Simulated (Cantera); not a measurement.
## Ignition delay

Mixture: 6.35 % CH4, 13.0 % O2, 68.6 % N2, 12.1 % H2O, equivalence ratio 0.98, at 7.50 bar, adiabatic and at constant volume. Ignition delay is the time to a rise of 400 K.

Cantera simulation using GRI-Mech 3.0 (53 species, 325 reactions); the numbers are that mechanism's predictions, not measurements.

```
T0 (K)  delay (ms)
------  ----------
1050          65.6
1100          31.8
1150          16.5
1200          9.00
1250          5.10
1300          2.97
1350          1.76
```

| Property | Value |
|---|---|
| apparent activation energy between 1250 and 1350 K | 150 kJ/mol |
